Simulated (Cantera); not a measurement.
Input (Python, Cantera) and output of one run.

```python
import numpy as np
import cantera as ct

gas_names = """
    O O2 O3 Zr ZrO ZrO2
""".split()
cond_names = """
    Zr(a) Zr(b) Zr(L) ZrO2(a) ZrO2(b) ZrO2(L)
""".split()


def load(file, names, dense=False):
    # The tables refer to 1 bar. Condensed volumes are neglected.
    table = {s.name: s for s in ct.Species.list_from_file(file)}
    out = []
    for n in names:
        d = dict(table[n].input_data)
        d["thermo"] = dict(d["thermo"], **{"reference-pressure": 1e5})
        if dense:
            d["equation-of-state"] = {"model": "constant-volume", "density": "1e6 g/cm^3"}
        out.append(ct.Species.from_dict(d))
    return out


gas = ct.Solution(thermo="ideal-gas", species=load("nasa_gas.yaml", gas_names))
cond = {s.name: ct.Solution(thermo="fixed-stoichiometry", species=[s], name=s.name)
        for s in load("nasa_condensed.yaml", cond_names, dense=True)}
atoms = {
    'Zr': {'Zr': 1},
    'O2': {'O': 2},
}
top_T = {}  # K; cautious upper limits of use, not melting points


def equilibrate(T, P, feed):
    n = {}
    for name, mol in feed.items():
        for a, k in atoms[name].items():
            n[a] = n.get(a, 0.0) + k * mol
    gas.TPX = T, P, n
    mass = sum(n.values()) * gas.mean_molecular_weight
    gas.equilibrate("TP")
    valid = [c for c in cond.values() if c.min_temp <= T <= top_T.get(c.name, c.max_temp)]
    mix = ct.Mixture([(gas, mass / gas.mean_molecular_weight)] + [(c, 0.0) for c in valid])
    mix.T, mix.P = T, P
    mix.equilibrate("TP", solver="vcs", rtol=1e-11, max_steps=5000)
    return mix


results = []
feed = {'Zr': 1, 'O2': 2.3}  # mol
P = 220  # Pa
for T in [973, 1073, 1173, 1273, 1373, 1473, 1573, 1673]:
    mix = equilibrate(T, P, feed)
    results.append((T, P, feed, dict(zip(mix.species_names, mix.species_moles))))
    x = sorted(zip(gas.X, gas.species_names), reverse=True)
    print(f"T = {T:g} K  P = {P:g} Pa  gas = {mix.phase_moles(0):.4g} mol")
    print("   x: " + "  ".join(f"{s} {v:.3e}" for v, s in x if v > 1e-05))
    print("   condensed (mol): " + ("  ".join(f"{mix.phase(i).name} {mix.phase_moles(i):.4g}"
          for i in range(1, mix.n_phases) if mix.phase_moles(i) > 1e-12) or "none"))
```

Result:

```
T = 973 K  P = 220 Pa  gas = 1.3 mol
   x: O2 1.000e+00
   condensed (mol): ZrO2(a) 1
T = 1073 K  P = 220 Pa  gas = 1.3 mol
   x: O2 1.000e+00
   condensed (mol): ZrO2(a) 1
T = 1173 K  P = 220 Pa  gas = 1.3 mol
   x: O2 1.000e+00
   condensed (mol): ZrO2(a) 1
T = 1273 K  P = 220 Pa  gas = 1.3 mol
   x: O2 1.000e+00
   condensed (mol): ZrO2(a) 1
T = 1373 K  P = 220 Pa  gas = 1.3 mol
   x: O2 1.000e+00  O 1.314e-05
   condensed (mol): ZrO2(a) 1
T = 1473 K  P = 220 Pa  gas = 1.3 mol
   x: O2 9.999e-01  O 5.950e-05
   condensed (mol): ZrO2(a) 1
T = 1573 K  P = 220 Pa  gas = 1.3 mol
   x: O2 9.998e-01  O 2.227e-04
   condensed (mol): ZrO2(b) 1
T = 1673 K  P = 220 Pa  gas = 1.3 mol
   x: O2 9.993e-01  O 7.123e-04
   condensed (mol): ZrO2(b) 1
```

Equilibrium computed with Cantera from the NASA thermochemical tables; the gas is ideal and each condensed phase is pure.
